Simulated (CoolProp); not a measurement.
Saturation properties of octamethyltrisiloxane (MDM) (Tc = 292.2 °C, pc = 14.38 bar, ω = 0.528).

Values from CoolProp's reference Helmholtz-energy equation of state, Thol 2017.

| T (°C) | p (bar) | vapour density (kg/m³) | surface tension (mN/m) |
|---|---|---|---|
| 112.75 | 0.3121 | 2.376 | 9.23 |
| 127.95 | ? | 3.768 | 8.10 |
| 143.15 | 0.7883 | ? | 7.02 |
| 158.35 | 1.178 | ? | 5.98 |
| 173.55 | 1.703 | ? | 5.01 |
| 188.75 | ? | 17.08 | ? |
| 203.85 | ? | 23.54 | 3.23 |
| 219.05 | 4.369 | ? | 2.44 |

### Question
What belongs in the gaps?

### Answer

- 127.95, p (bar): 0.5072
- 143.15, vapour density (kg/m³): 5.743
- 158.35, vapour density (kg/m³): 8.471
- 173.55, vapour density (kg/m³): 12.16
- 188.75, p (bar): 2.390
- 188.75, surface tension (mN/m): 4.09
- 203.85, p (bar): 3.264
- 219.05, vapour density (kg/m³): 32.15

It boils at 152.5 °C under 1 atm.

Surface tension comes from a separate correlation (Mulero 2014), older than this fluid's equation and unchecked against measurements.
